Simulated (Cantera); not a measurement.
**N2O furnace oxynitridation**

An isothermal, constant-pressure homogeneous reactor starts with 11.7 % N2O, 0.141 % H2, 88.1 % N2, at 1198 K and 10.00 Torr.

Model: GRI-Mech 3.0 (53 species, 325 reactions), integrated in Cantera. GRI-Mech 3.0 was tuned for natural gas; its chemistry of N2O as a main component is partial and can be far from experiment. Radical loss at walls, strong at low pressure, is not modelled. The mechanism lacks the step 2 NO + O2 → 2 NO2, which can matter for NO2 below about 1400 K. The temperature is held fixed by assumption; the heat of reaction is taken as removed at once.

| t (s) | x N2O | x H2 | x H | x NO | x HO2 |
|---|---|---|---|---|---|
| 0.000400 | 0.117 | 0.00141 | 3.10e-9 | 1.96e-9 | 2.68e-12 |
| 0.000838 | 0.117 | 0.00141 | 1.09e-8 | 8.23e-9 | 2.59e-11 |
| 0.00176 | 0.117 | 0.00141 | 3.39e-8 | 3.30e-8 | 2.43e-10 |
| 0.00368 | 0.117 | 0.00141 | 9.64e-8 | 1.22e-7 | 2.06e-9 |
| 0.00771 | 0.117 | 0.00141 | 2.51e-7 | 3.95e-7 | 1.47e-8 |
| 0.0162 | 0.117 | 0.00140 | 5.73e-7 | 1.13e-6 | 8.24e-8 |
| 0.0338 | 0.117 | 0.00137 | 1.12e-6 | 3.09e-6 | 3.21e-7 |
| 0.0709 | 0.117 | 0.00125 | 1.69e-6 | 8.35e-6 | 6.72e-7 |
| 0.149 | 0.117 | 0.000951 | 1.64e-6 | 2.00e-5 | 7.94e-7 |
| 0.311 | 0.116 | 0.000523 | 8.40e-7 | 3.92e-5 | 8.16e-7 |
| 0.652 | 0.116 | 0.000194 | 2.25e-7 | 7.06e-5 | 6.58e-7 |
| 1.37 | 0.115 | 4.80e-5 | 4.05e-8 | 0.000132 | 3.76e-7 |
| 2.86 | 0.113 | 5.98e-6 | 7.62e-9 | 0.000262 | 1.89e-7 |
| 6.00 | 0.110 | 1.28e-7 | 4.30e-9 | 0.000534 | 1.03e-7 |
x: mole fraction; the columns are a selection and need not sum to one.

Equilibrium at this temperature and pressure: N2O 9.59e-10, H2 6.05e-10, H 4.08e-11, NO 0.000108, HO2 1.88e-10 (gas phase only).
